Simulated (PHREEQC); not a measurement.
Synthetic water in mg/L, 75 °C, pH 1.94, pe 11.3:

```
constituent  mg/L
-----------  ----
Na           87.5
K            1.62
Ca           41.7
Mg           1.23
Cl             39
S(6) as SO4  1390
Fe(3)        27.3
Zn           6.12
```

Cl is adjusted to close the charge balance.
Valence states are taken as typed.

Equilibrium calculation in PHREEQC: ion-association model, phreeqc.dat.

Precipitation was switched off in this run.

Question: What ionic strength, specific conductance does the model give?

Answer: ionic strength 0.0244 mol/kgw; specific conductance 12800 µS/cm.

Question: In which forms is Zn present?

Answer: Zn+2 73 %, ZnSO4 26 %, ZnCl+ 1.1 %, Zn(SO4)2-2 0.6 % of the Zn.

The solution is supersaturated, for example in Hematite (slow to form), Goethite (slow to form), so a real one may precipitate; this is no full list. Complexes and solids missing from the database can't appear. Constants without temperature data keep their 25 °C values here.
